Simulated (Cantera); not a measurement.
An isothermal, constant-pressure homogeneous reactor starts with CH2O : O2 : N2 = 0.027 : 0.0047 : 1 (molar parts), equivalence ratio 5.7, at 1475 K and 1.60 bar. Integrator tolerance rtol = 1e-08.

Detailed kinetics in Cantera: GRI-Mech 3.0 (53 species, 325 reactions).

What does this change do: temperature 1475 to 925 K?


```
quantity                                               before                                      after
------------------  -----------------------------------------  -----------------------------------------
x(CH2O) at 20.0 s   3.15e-10 (gas-phase equilibrium 3.15e-10)  4.21e-10 (gas-phase equilibrium 4.09e-10)
x(O2) at 20.0 s         <1e-12 (gas-phase equilibrium <1e-12)     6.32e-7 (gas-phase equilibrium <1e-12)
x(OH) at 20.0 s       1.17e-8 (gas-phase equilibrium 1.17e-8)    1.11e-11 (gas-phase equilibrium <1e-12)
x(H2O) at 20.0 s      0.00607 (gas-phase equilibrium 0.00607)    0.00829 (gas-phase equilibrium 0.00321)
x(HCN) at 20.0 s      3.05e-9 (gas-phase equilibrium 4.06e-8)   1.28e-11 (gas-phase equilibrium 1.15e-7)
x(CH2CO) at 20.0 s      <1e-12 (gas-phase equilibrium <1e-12)    3.69e-12 (gas-phase equilibrium <1e-12)
```
Below about 1000 K GRI-Mech 3.0 lacks low-temperature oxidation paths.
